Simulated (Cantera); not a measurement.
A Cantera script and what it prints.

```python
import numpy as np
import cantera as ct

gas_names = """
    CL CL2 H HCL H2 Si SiCL SiCL2 SiCL3 SiCL4 SiH SiHCL3 SiH2 SiH2CL2 SiH3 SiH3CL SiH4 Si2 Si3
""".split()
cond_names = """
    Si(cr) Si(L)
""".split()


# ... load() reads the species with a 1 bar reference pressure and builds the phases ...
atoms = {
    'Si3H8': {'Si': 3, 'H': 8},
    'Cl2': {'CL': 2},
    'H2': {'H': 2},
}
top_T = {}  # K; cautious upper limits of use, not melting points


# ... equilibrate(T, P, feed) seeds the gas with the atoms and calls Mixture.equilibrate('TP', solver="vcs", rtol=1e-11, max_steps=5000) ...
results = []
feed = {'Si3H8': 1, 'Cl2': 0.15, 'H2': 12}  # mol
P = 16000  # Pa
for T in [1000, 1075, 1150, 1225, 1300, 1375, 1450, 1525]:
    mix = equilibrate(T, P, feed)
    results.append((T, P, feed, dict(zip(mix.species_names, mix.species_moles))))
    x = sorted(zip(gas.X, gas.species_names), reverse=True)
    print(f"T = {T:g} K  P = {P:g} Pa  gas = {mix.phase_moles(0):.4g} mol")
    print("   x: " + "  ".join(f"{s} {v:.3e}" for v, s in x if v > 0.0001))
    print("   condensed (mol): " + ("  ".join(f"{mix.phase(i).name} {mix.phase_moles(i):.4g}"
          for i in range(1, mix.n_phases) if mix.phase_moles(i) > 1e-12) or "none"))
```

Output:

```
T = 1000 K  P = 16000 Pa  gas = 16.09 mol
   x: H2 9.897e-01  HCL 6.737e-03  SiHCL3 1.627e-03  SiCL4 1.571e-03  SiH2CL2 1.816e-04
   condensed (mol): Si(cr) 2.943
T = 1075 K  P = 16000 Pa  gas = 16.11 mol
   x: H2 9.869e-01  HCL 1.064e-02  SiHCL3 1.066e-03  SiCL4 9.247e-04  SiCL2 2.239e-04  SiH2CL2 1.438e-04  SiCL3 1.143e-04
   condensed (mol): Si(cr) 2.96
T = 1150 K  P = 16000 Pa  gas = 16.13 mol
   x: H2 9.843e-01  HCL 1.409e-02  SiHCL3 5.246e-04  SiCL2 4.441e-04  SiCL4 3.699e-04  SiCL3 1.226e-04
   condensed (mol): Si(cr) 2.975
T = 1225 K  P = 16000 Pa  gas = 16.14 mol
   x: H2 9.830e-01  HCL 1.595e-02  SiCL2 6.316e-04  SiHCL3 1.952e-04  SiCL4 1.015e-04
   condensed (mol): Si(cr) 2.983
T = 1300 K  P = 16000 Pa  gas = 16.15 mol
   x: H2 9.825e-01  HCL 1.657e-02  SiCL2 7.455e-04
   condensed (mol): Si(cr) 2.985
T = 1375 K  P = 16000 Pa  gas = 16.15 mol
   x: H2 9.824e-01  HCL 1.672e-02  SiCL2 8.197e-04
   condensed (mol): Si(cr) 2.986
T = 1450 K  P = 16000 Pa  gas = 16.15 mol
   x: H2 9.823e-01  HCL 1.671e-02  SiCL2 8.768e-04
   condensed (mol): Si(cr) 2.985
T = 1525 K  P = 16000 Pa  gas = 16.15 mol
   x: H2 9.823e-01  HCL 1.666e-02  SiCL2 9.249e-04
   condensed (mol): Si(cr) 2.985
```

Cantera equilibrium calculation (NASA polynomials, part measured and part estimated; ideal gas, pure solids and liquids). The feed counts by its element totals alone. The tables' values for SiCl3 are old estimates; treat these amounts as uncertain.
